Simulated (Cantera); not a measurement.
A Cantera script and its output.

```python
import numpy as np
import cantera as ct

gas = ct.Solution("gri30.yaml")
gas.TPX = 1623, 100000, {'CH4': 1, 'O2': 1.54, 'N2': 5.78, 'CO2': 1.2}
reactor = ct.IdealGasReactor(gas, energy="on", clone=False)
net = ct.ReactorNet([reactor])
net.rtol, net.atol = 1e-08, 1e-16
show = ['CH4', 'O2', 'CO2', 'C2H4', 'CH3', 'NO2', 'C2H2']
times = np.geomspace(7e-06, 0.5, 16)

steps = ct.SolutionArray(gas, extra=["t"])
rows = []
print(f"{'t/s':>10s}{'T/K':>9s}{'P/Pa':>11s}" + "".join(f"{s:>11s}" for s in show))
for t in times:
    while net.time < t:
        t_next = net.step()
        steps.append(gas.state, t=t_next)
    rows.append([np.interp(t, steps.t, y) for y in (steps.T, steps.P, *steps(*show).X.T)])
    print(f"{t:10.3e}{rows[-1][0]:9.1f}{rows[-1][1]:11.4g}" + "".join(f"{x:11.3e}" for x in rows[-1][2:]))
rate = np.gradient(steps.T, steps.t)
print("integrator steps:", len(steps.t))
if steps.T.max() > steps.T[0] + 200:
    print(f"time of steepest temperature rise: {steps.t[rate.argmax()]:.4e} s")
gas.TPX = 1623, 100000, {'CH4': 1, 'O2': 1.54, 'N2': 5.78, 'CO2': 1.2}
gas.equilibrate("UV")
print(f"equilibrium (UV): T = {gas.T:.1f} K  " + "  ".join(f"{s} {gas[s].X[0]:.3e}" for s in show))
```

Result:

```
       t/s      T/K       P/Pa        CH4         O2        CO2       C2H4        CH3        NO2       C2H2
 7.000e-06   1623.0      1e+05  1.050e-01  1.618e-01  1.261e-01  4.376e-10  8.289e-06  9.714e-19  5.171e-14
 1.475e-05   1622.9      1e+05  1.050e-01  1.618e-01  1.260e-01  5.553e-09  1.899e-05  1.069e-17  1.442e-12
 3.107e-05   1622.8  9.999e+04  1.050e-01  1.617e-01  1.260e-01  7.058e-08  4.595e-05  1.195e-16  3.925e-11
 6.544e-05   1622.8  9.999e+04  1.049e-01  1.617e-01  1.260e-01  1.002e-06  1.204e-04  1.359e-15  1.209e-09
 1.379e-04   1623.4      1e+05  1.044e-01  1.614e-01  1.260e-01  1.596e-05  3.266e-04  1.677e-14  4.726e-08
 2.904e-04   1634.7  1.008e+05  1.008e-01  1.594e-01  1.259e-01  2.786e-04  8.858e-04  5.232e-13  2.926e-06
 6.119e-04   2770.2  1.847e+05  1.994e-14  1.312e-02  1.102e-01  7.214e-22  1.328e-13  1.648e-07  6.143e-17
 1.289e-03   2776.4  1.849e+05  2.327e-14  1.181e-02  1.105e-01  8.503e-22  1.472e-13  8.233e-07  7.207e-17
 2.715e-03   2770.4  1.845e+05  2.439e-14  1.108e-02  1.101e-01  8.976e-22  1.506e-13  1.331e-06  7.412e-17
 5.720e-03   2769.0  1.844e+05  2.466e-14  1.091e-02  1.101e-01  9.090e-22  1.514e-13  1.444e-06  7.459e-17
 1.205e-02   2768.9  1.844e+05  2.467e-14  1.091e-02  1.101e-01  9.093e-22  1.514e-13  1.447e-06  7.460e-17
 2.539e-02   2768.9  1.844e+05  2.467e-14  1.091e-02  1.101e-01  9.093e-22  1.514e-13  1.447e-06  7.460e-17
 5.348e-02   2768.9  1.844e+05  2.467e-14  1.091e-02  1.101e-01  9.093e-22  1.514e-13  1.447e-06  7.460e-17
 1.127e-01   2768.9  1.844e+05  2.467e-14  1.091e-02  1.101e-01  9.093e-22  1.514e-13  1.447e-06  7.460e-17
 2.373e-01   2768.9  1.844e+05  2.467e-14  1.091e-02  1.101e-01  9.093e-22  1.514e-13  1.447e-06  7.460e-17
 5.000e-01   2768.9  1.844e+05  2.467e-14  1.091e-02  1.101e-01  9.093e-22  1.514e-13  1.447e-06  7.460e-17
integrator steps: 1783
time of steepest temperature rise: 4.7491e-04 s
equilibrium (UV): T = 2768.9 K  CH4 3.129e-14  O2 1.091e-02  CO2 1.101e-01  C2H4 9.835e-22  CH3 1.921e-13  NO2 1.447e-06  C2H2 7.919e-17
```

Cantera simulation using GRI-Mech 3.0 (53 species, 325 reactions); the numbers are that mechanism's predictions, not measurements.
